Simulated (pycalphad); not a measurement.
An equivalent pycalphad script:

```python
from pycalphad import Database, equilibrium, calculate, variables as v
import numpy as np
db = Database('COST507.tdb')
comps = ['SI', 'SN', 'VA']
phases = ['BCT_A5', 'DIAMOND_A4', 'LIQUID']
eq = equilibrium(db, comps, phases, {v.X('SN'): 0.661, v.T: np.arange(2350, 499, -40), v.P: 101325, v.N: 1}, output=['HM', 'SM'])
```

Computed with pycalphad from the COST 507 light-alloy database (1999), at 1 atm. These are 1990s assessments: newer ones move some temperatures and phases. Amounts are mole fractions of atoms.

Results at three of the temperatures:

```
T = 2030.00 K, P = 101325 Pa, N = 1 mol of atoms
G = -162941 J/mol, H = 75288 J/mol, S = 117.35 J/(mol K)  (SER reference)
chemical potentials (J/mol): Si -107840, Sn -191200
phase             fraction      x(Si)      x(Sn)
LIQUID              1.0000     0.3390     0.6610
```

```
T = 1390.00 K, P = 101325 Pa, N = 1 mol of atoms
G = -92629 J/mol, H = 38320 J/mol, S = 94.21 J/(mol K)  (SER reference)
chemical potentials (J/mol): Si -50658, Sn -114154
phase             fraction      x(Si)      x(Sn)
LIQUID              0.7104     0.0696     0.9304
DIAMOND_A4          0.2896     1.0000   3.28e-07
```

```
T = 790.00 K, P = 101325 Pa, N = 1 mol of atoms
G = -41748 J/mol, H = 17927 J/mol, S = 75.54 J/(mol K)  (SER reference)
chemical potentials (J/mol): Si -21061, Sn -52357
phase             fraction      x(Si)      x(Sn)
LIQUID              0.6612   0.000287     0.9997
DIAMOND_A4          0.3388     1.0000   4.19e-07
```

Changes of the phase set, refined by bisection:

| T (K) | phases above | phases below |
|---|---|---|
| 1577.5 | liquid | diamond (Si) + liquid |

DIAMOND_A4 is diamond (Si).
